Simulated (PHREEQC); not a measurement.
A solution holds 0.0074 mol/kgw NH3 and 0.0025 mol/kgw Na2SiO3, at 68 °C. Closed to the air; pH follows from the charge balance.

All values are PHREEQC results (ion-association model, wateq4f.dat), not measurements.

```tsv
quantity	before	after
pH	10.26	8.38
ionic strength (mol/kgw)	0.00509	0.00771
NH4+ (mol/kgw)	5.50e-5	0.00271
```

### Question
What was changed between the two runs?
A. temperature from 68 to 65 °C
B. Na2SiO3 left out
C. NH3 from 0.0074 to 0.0148 mol/kgw
D. Na2SiO3 from 0.0025 to 0.00375 mol/kgw
E. NH3 replaced by NH4Cl at the same molality

### Answer
E, NH3 replaced by NH4Cl at the same molality

This is a speciation only: nothing precipitates in the calculation. Some of these states are supersaturated (in Quartz (slow to form), Chalcedony (slow to form), for instance). At this temperature some constants are extrapolated from 25 °C, and those without enthalpy data are left unchanged.
